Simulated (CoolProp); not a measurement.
1-butene along the isobar 17.2 MPa: density (kg/m³) from the reference equation and from simpler models built on Tc = 419.3 K, pc = 4.006 MPa, ω = 0.192; each cubic takes its own stable root.

Model: reference Helmholtz-energy equation of state, Lemmon 2005, in CoolProp. It is a short technical equation, of lower accuracy than the large ones.

| T (K) | phase | reference | van der Waals | Redlich-Kwong | Soave-Redlich-Kwong | Peng-Robinson |
|---|---|---|---|---|---|---|
| 209.5 | liquid | 700.5 | 442.6 | 642.7 | 648.5 | 727.2 |
| 241.6 | liquid | 669.6 | 429.8 | 617.9 | 625.5 | 702.3 |
| 273.8 | liquid | 638.3 | 416.4 | 590.9 | 599.8 | 674.0 |
| 305.9 | liquid | [?] | 402.5 | 561.8 | 571.2 | 642.0 |
| 338.1 | liquid | 572.6 | 387.9 | 530.5 | 539.1 | 605.6 |
| 370.2 | liquid | 537.2 | 372.6 | 497.1 | 503.6 | 564.6 |
| 402.4 | liquid | 498.9 | [?] | [?] | 464.3 | 518.6 |
| 434.5 | supercritical | [?] | 339.8 | 424.5 | 421.7 | 468.1 |
| 466.7 | supercritical | 412.9 | 322.3 | 386.3 | [?] | 414.6 |

Task: Some entries are withheld; supply them.

Result: 
- 305.9, reference: 606.2
- 402.4, van der Waals: 356.6
- 402.4, Redlich-Kwong: 461.6
- 434.5, reference: 457.6
- 466.7, Soave-Redlich-Kwong: 376.8
